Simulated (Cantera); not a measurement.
**Ignition delay**

Mixture: CH4 : CO : O2 : N2 = 1 : 0.93 : 2.83 : 10.7 (molar parts), equivalence ratio 0.87, at 210000 Pa, adiabatic and at constant pressure. Ignition delay is the time to a rise of 400 K.

Detailed kinetics in Cantera: GRI-Mech 3.0 (53 species, 325 reactions).

```csv
T0 (K),delay (ms)
1225,20.3
1275,9.89
1325,5.01
1375,2.64
1425,1.45
1475,0.827
1525,0.494
1575,0.308
```

The apparent activation energy between 1475 and 1575 K comes out as 190 kJ/mol.
